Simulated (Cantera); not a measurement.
A closed system holds: 1 mol MgCO3, 0.066 mol SO2, 0.087 mol O2, at 750 Torr.

Equilibrium computed with Cantera from the NASA thermochemical tables; the gas is ideal and each condensed phase is pure. Candidate condensed phases: C, Mg, MgCO3, MgO, MgS, MgSO4, S; 26 gas species. Mutual solubility and eutectic melting of coexisting phases are not modelled. Equilibrium is a limit: real reactors are often held back by kinetics, nucleation or transport.

### Question
Which condensed phases are stable at each of these points (T (K)): 1098, 1173, 1248, 1323, 1398, 1473, 1548, 1623, 1698, 1773, 1848, 1923?

### Answer
```tsv
T (K)	condensed phases	Mg condensed (%)
1098	MgO(s) + MgSO4(s)	100.0
1173	MgO(s) + MgSO4(s)	100.0
1248	MgO(s)	100.0
1323	MgO(s)	100.0
1398	MgO(s)	100.0
1473	MgO(s)	100.0
1548	MgO(s)	100.0
1623	MgO(s)	100.0
1698	MgO(s)	100.0
1773	MgO(s)	100.0
1848	MgO(s)	100.0
1923	MgO(s)	100.0
```

From 1098 K to 1173 K the condensed part is MgO(s) + MgSO4(s). From 1248 K to 1923 K the condensed part is MgO(s).
